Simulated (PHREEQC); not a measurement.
# Polishing slurry liquid: an equilibrium model

Dissolve 22 mmol/kgw H2SO4 at 20 °C. Closed to the air; pH follows from the charge balance.

Equilibrium calculation in PHREEQC: ion-association model, phreeqc.dat.

Precipitation was switched off in this run.

Predict the pH, ionic strength, specific conductance.

pH 1.57; ionic strength 0.0404 mol/kgw; specific conductance 10100 µS/cm.

In which forms is S present?

HSO4- 58 %, SO4-2 42 % of the S.

Complexes and solids missing from the database can't appear.
